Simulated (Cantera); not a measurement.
Feed: 1 mol MgO, 0.71 mol C, 0.36 mol H2, at 43.0 Pa.

These are equilibrium values from Cantera (NASA tables, ideal gas, pure condensed phases), not measurements of a reactor. Candidate condensed phases: C, C6H6, C7H8, C8H18, H2O, Mg, MgCO3, MgO, Mg(OH)2; 116 gas species. Kinetics and transport are ignored.

Problem. What share of the Mg ends up in condensed phases as a function of T (°C), at 602, 702, 802, 902, 1002, 1102, 1202, 1302, 1402, 1502, 1602, 1702?

Solution. 
```tsv
T (°C)	Mg condensed (%)	as
602	100.0	MgO(s)
702	100.0	MgO(s)
802	100.0	MgO(s)
902	99.9	MgO(s)
1002	99.2	MgO(s)
1102	89.4	MgO(s)
1202	29.0	MgO(s)
1302	29.0	MgO(s)
1402	29.0	MgO(s)
1502	28.9	MgO(s)
1602	28.3	MgO(s)
1702	26.1	MgO(s)
```
